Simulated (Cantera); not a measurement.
Mixture: CH4 : O2 : N2 = 1 : 1 : 3.76 (molar parts), equivalence ratio 2.0, at 1.00 atm, adiabatic and at constant volume. Ignition delay is the time to a rise of 400 K.

Computed with Cantera and GRI-Mech 3.0 (53 species, 325 reactions).

Task: Predict: delay at 1075 K; delay at 1175 K; delay at 1275 K; delay at 1375 K; delay at 1475 K; delay at 1575 K; apparent activation energy between 1375 and 1575 K.

Result: 
```
Quantity                                                Result
--------------------------------------------------  ----------
delay at 1075 K                                        0.428 s
delay at 1175 K                                        89.8 ms
delay at 1275 K                                        22.0 ms
delay at 1375 K                                        6.12 ms
delay at 1475 K                                        1.91 ms
delay at 1575 K                                       0.682 ms
apparent activation energy between 1375 and 1575 K  200 kJ/mol
```
